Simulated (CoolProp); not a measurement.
Vapour-liquid equilibrium of R1234yf (1) + R1234ze(E) (2) at -14.65 °C; x and y are mole fractions of (1).

The numbers come from the multi-fluid Helmholtz-energy mixture model, Lemmon 2022 and Thol 2016; pair parameters Bell 2022 in CoolProp.

| x | bubble pressure, mixture model (bar) | bubble pressure, Raoult's law (bar) | y, mixture model | y, Raoult's law |
|---|---|---|---|---|
| 0.05 | 1.256 | 1.251 | 0.077 | 0.074 |
| 0.2 | ? | 1.347 | ? | 0.276 |
| 0.35 | 1.461 | 1.444 | 0.446 | 0.451 |
| 0.5 | 1.555 | 1.540 | ? | 0.604 |
| 0.65 | ? | 1.637 | 0.730 | 0.739 |
| 0.8 | 1.739 | 1.733 | ? | 0.859 |
| 0.95 | ? | 1.830 | 0.965 | 0.967 |

Question: What belongs in the gaps?

Answer: 
- 0.2, bubble pressure, mixture model (bar): 1.363
- 0.2, y, mixture model: 0.277
- 0.5, y, mixture model: 0.595
- 0.65, bubble pressure, mixture model (bar): 1.647
- 0.8, y, mixture model: 0.852
- 0.95, bubble pressure, mixture model (bar): 1.831

The largest gap from Raoult's law is +1.2 % in bubble pressure, at x = 0.35. No azeotrope shows between x = 0.05 and 0.95.

Pair parameters are fitted to limited data, so mixtures are less certain than the pure fluids.
